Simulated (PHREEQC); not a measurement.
## Copper plating or etch bath

Make-up at 65 °C: 0.0018 mol/kgw CuSO4, 0.00012 mol/kgw H2SO4 and 0.042 mol/kgw FeCl3. Closed to the air; pH follows from the charge balance.

All values are PHREEQC results (ion-association model, wateq4f.dat), not measurements.

Precipitation was switched off in this run.

Question: Predict the pH, ionic strength.

Answer: pH 1.84; ionic strength 0.181 mol/kgw.

Question: In which forms is Cl present?

Answer: Cl- 86 %, FeCl+2 13 %, FeCl2+ 1.1 % of the Cl.

Saturation is exceeded, for instance for Hematite (slow to form), Goethite (slow to form); the values hold only as long as no solid forms. At this temperature some constants are extrapolated from 25 °C, and those without enthalpy data are left unchanged.
